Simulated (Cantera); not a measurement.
Input: 1 mol SiHCl₃, 3 mol HCl, 8.9 mol H₂, held at 133 Pa.

Equilibrium computed with Cantera from the NASA thermochemical tables; the gas is ideal and each condensed phase is pure. Candidate condensed phases: Si; 19 gas species. The tables' values for SiCl₃, SiCl are old estimates; treat these amounts as uncertain. Kinetics and transport are ignored.

x: gas mole fraction; nothing condenses.

```
T (K)   x H₂  x HCl   x SiCl₄   x SiCl₂   x SiCl₃
-----  -----  -----  --------  --------  --------
898    0.766  0.156    0.0763   1.09e-5  0.000131
948    0.765  0.157    0.0753   8.84e-5  0.000444
998    0.763  0.160    0.0732  0.000556   0.00129
1048   0.757  0.166    0.0682   0.00264   0.00314
1098   0.743  0.181    0.0582   0.00887   0.00606
1148   0.720      …         …         …   0.00894
1198   0.694  0.231    0.0269    0.0350    0.0103
1248   0.672  0.254         …         …   0.00971
1298   0.658  0.269   0.00646    0.0577   0.00790
1348   0.650  0.278   0.00278    0.0633   0.00592
1398   0.646  0.282   0.00119    0.0665   0.00430
1448   0.644  0.284  0.000521    0.0683   0.00311
1498   0.642  0.285  0.000238    0.0694   0.00228
```

Q: What belongs in the gaps?

A: 
- 1248, x SiCl₄: 0.0141
- 1248, x SiCl₂: 0.0483
- 1148, x HCl: 0.204
- 1148, x SiCl₄: 0.0431
- 1148, x SiCl₂: 0.0205
